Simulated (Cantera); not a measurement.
Input: 1 mol Si₂Cl₆, 15 mol NH₃, equilibrated at 825 K and 26.0 mbar.

Cantera equilibrium calculation (NASA polynomials, part measured and part estimated; ideal gas, pure solids and liquids). Candidate condensed phases: NH₄Cl, Si, Si₃N₄; 28 gas species. The feed counts by its element totals alone. Rates play no part.

Base state: H₂ 0.620, N₂ 0.196, HCl 0.182, SiCl₄ 0.00182, NH₃ 1.31e-5 (mole fractions); condensed: Si₃N₄(s).

### Question
What changes in the equilibrium state with this change: Si₂Cl₆ replaced by SiF₄?

### Answer
```csv
species,before,after
H₂,0.620,0.726
N₂,0.196,0.242
SiF₄,0,0.0322
HCl,0.182,0
SiCl₄,0.00182,0
HF,0,9.25e-5
SiHF₃,0,1.67e-5
NH₃,1.31e-5,1.85e-5
"Si₃N₄(s), mol",0.647,0.000196
```

### Question
What changes in the equilibrium state with this change: NH₃ from 15 to 2.9 mol?

### Answer
```
species         before     after
-------------  -------  --------
H₂               0.620     0.418
HCl              0.182     0.373
SiCl₄          0.00182     0.115
N₂               0.196    0.0931
SiHCl₃         7.64e-6  0.000160
NH₃            1.31e-5   5.02e-6
Si₃N₄(s), mol    0.647     0.390
```

### Question
What changes in the equilibrium state with this change: NH₃ from 15 to 28 mol?

### Answer
| species | before | after |
|---|---|---|
| H₂ | 0.620 | 0.677 |
| N₂ | 0.196 | 0.220 |
| HCl | 0.182 | 0.103 |
| SiCl₄ | 0.00182 | 0.000147 |
| NH₃ | 1.31e-5 | 1.59e-5 |
| Si₃N₄(s), mol | 0.647 | 0.664 |
